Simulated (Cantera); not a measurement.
Input: 1 mol Pb, 0.0075 mol H₂S, 6 mol H₂, 5.4 mol NH₃, held at 2.90 bar.

These are equilibrium values from Cantera (NASA tables, ideal gas, pure condensed phases), not measurements of a reactor. Candidate condensed phases: Pb, PbS, S; 18 gas species. The numbers say what is thermodynamically allowed, not how fast it happens.

x: gas mole fraction; n: condensed amount in mol.

```csv
T (K),x H₂,x N₂,x Pb,x NH₃,n Pb(l)
725,0.835,0.159,1.16e-9,0.00604,1.00
925,0.838,0.160,9.21e-7,0.000886,1.000
1125,0.839,0.161,6.53e-5,0.000248,0.999
1325,0.838,0.160,0.00124,0.000100,0.978
1525,0.830,0.159,0.0107,5.03e-5,[?]
1725,0.792,0.152,0.0555,2.74e-5,[?]
1925,0.792,0.152,0.0558,1.82e-5,[?]
```

Some entries are withheld; supply them.


- 1525, n Pb(l): 0.814
- 1725, n Pb(l): 0.00283
- 1925, n Pb(l): 0
